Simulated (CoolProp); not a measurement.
Saturation properties of CF4 (R14) (Tc = 227.4 K, pc = 3.762 MPa, ω = 0.178).

Computed with CoolProp (reference Helmholtz-energy equation of state, Platzer 1990). This equation is an older, rougher fit; its heat capacities, sound speeds and derivatives of the liquid may be far off and weren't checked against measurements.

```
T (K)  p (MPa)  liquid density (kg/m³)  vapour Z
-----  -------  ----------------------  --------
134.8  0.04607                    1657    0.9809
140.2  0.07078                    1629    0.9735
145.5   0.1042                    1601    0.9643
150.9   0.1497                    1572    0.9531
156.2   0.2079                    1542    0.9399
161.5   0.2821                    1512    0.9246
166.9   0.3766                    1480    0.9066
172.2   0.4906                    1447    0.8865
177.5   0.6287                    1413    0.8638
182.9   0.7970                    1377    0.8378
188.2   0.9925                    1339    0.8092
193.6    1.226                    1297    0.7767
198.9    1.492                    1253    0.7409
204.2    1.799                    1204    0.7004
```

It boils at 145.1 K under 1 atm.
